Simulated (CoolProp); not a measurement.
Model: reference Helmholtz-energy equation of state, Thol 2016, in CoolProp.

Q: For hexamethyldisiloxane (MM), give the phase and the cv (kJ/(kg K)), speed of sound (m/s), isothermal compressibility (1/MPa), expansivity (1/kK) at 346.85 °C and 4.7 bar.

A: 
- 346.85 °C and 4.7 bar: gas; cv 2.22, speed of sound 172, isothermal compressibility 2.23, expansivity 1.93
